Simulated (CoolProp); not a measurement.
C3F8 (R218) along the isobar 2.96 MPa: Z from the reference equation and from simpler models built on Tc = 345.0 K, pc = 2.640 MPa, ω = 0.317; each cubic takes its own stable root.

Computed with CoolProp (reference Helmholtz-energy equation of state, Lemmon 2006). It is a short technical equation, of lower accuracy than the large ones.

```
T (K)          phase  reference  van der Waals  Redlich-Kwong
-----  -------------  ---------  -------------  -------------
325.3         liquid     0.1743         0.2661         0.2055
339.6         liquid     0.1913         0.2852         0.2322
354    supercritical     0.4259         0.3741         0.4082
368.3  supercritical     0.5973         0.5726         0.5787
382.6  supercritical     0.6815         0.6493         0.6566
397    supercritical     0.7390         0.7005         0.7102
411.3  supercritical     0.7817         0.7387         0.7506
425.7  supercritical     0.8156         0.7694         0.7829
440    supercritical     0.8428         0.7945         0.8092
```
